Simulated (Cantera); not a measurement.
A closed system holds: 1 mol Cu2O, 0.43 mol H2, 0.89 mol N2, at 1.00 bar.

These are equilibrium values from Cantera (NASA tables, ideal gas, pure condensed phases), not measurements of a reactor. Candidate condensed phases: Cu, CuO, Cu(OH)2, Cu2O, H2O; 27 gas species. Each liquid is taken as pure. Mutual solubility and eutectic melting of coexisting phases are not modelled. Rates play no part. All values below are at 1973 K.

Base state: N2 0.662, H2O 0.319, O2 0.0122, Cu 0.00334, OH 0.00157, NO 0.00157, H2 0.000678, O 5.98e-5 (mole fractions); condensed: Cu(l) + Cu2O(l).

What changes in the equilibrium state with this change: H2 from 0.43 to 1700 mol?


```tsv
species	before	after
H2	0.000678	0.996
H	3.51e-5	0.00135
Cu	0.00334	0.00117
N2	0.662	0.000522
H2O	0.319	0.000587
O2	0.0122	<1e-9
NO	0.00157	<1e-9
O	5.98e-5	<1e-9
Cu(l), mol	0.925	0
Cu2O(l), mol	0.535	0
```
